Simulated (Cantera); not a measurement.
# Ammonia decomposition in nitride growth gas

A perfectly stirred reactor is fed with NH3 : H2 = 1 : 0.1 (molar parts), at 1.01 bar; it is held at 1625 K, and followed from long to short residence time.

Detailed kinetics in Cantera: the gas-phase N/H chemistry of the illustrative SiF4/NH3 mechanism in the Surface Chemkin manual (1991). Walls and surfaces, which speed up NH3 decomposition in real reactors, are not modelled.

```csv
τ (s),x NH3,x H2,x N2H4,x H,x NH2,x N2
0.30,0.839,0.142,2.37e-7,7.52e-6,0.000107,0.0182
0.17,0.868,0.121,2.49e-7,6.36e-6,0.000110,0.0108
0.10,0.884,0.109,2.56e-7,5.70e-6,0.000111,0.00649
0.058,0.894,0.102,2.59e-7,5.28e-6,0.000112,0.00380
0.033,0.901,0.0970,2.60e-7,5.01e-6,0.000112,0.00216
0.019,0.904,0.0944,2.57e-7,4.82e-6,0.000111,0.00122
0.011,0.906,0.0929,2.50e-7,4.67e-6,0.000110,0.000686
0.0064,0.907,0.0920,2.38e-7,4.51e-6,0.000107,0.000377
0.0037,0.908,0.0915,2.17e-7,4.28e-6,0.000103,0.000196
0.0021,0.909,0.0912,1.83e-7,3.92e-6,9.43e-5,9.20e-5
0.0012,0.909,0.0911,1.36e-7,3.37e-6,8.12e-5,3.75e-5
```
x: mole fraction; the columns are a selection and need not sum to one.
